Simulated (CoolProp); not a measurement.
Ethanol along the isotherm 299.65 °C: fugacity coefficient from the reference equation and from simpler models built on Tc = 241.6 °C, pc = 62.68 bar, ω = 0.644; each cubic takes its own stable root.

Values from CoolProp's reference Helmholtz-energy equation of state, Schroeder 2014.

```tsv
p (bar)	phase	reference
2.61	gas	0.9926
5.22	gas	0.9853
7.83	gas	0.9779
10.4	gas	0.9707
13.1	gas	0.9632
15.7	gas	0.9559
18.3	gas	0.9486
20.9	gas	0.9414
23.5	gas	0.9341
26.1	gas	0.9269
28.7	gas	0.9197
31.3	gas	0.9124
```

Question: How far does each simpler model (van der Waals, Redlich-Kwong) lie from the reference over these 12 states: mean and median of the absolute difference, and the worst?

Answer: 
- van der Waals: mean 1.5 %, median 1.4 %, worst -2.8 % at 299.65 °C and 31.3 bar
- Redlich-Kwong: mean 2.0 %, median 2.0 %, worst -3.6 % at 299.65 °C and 31.3 bar
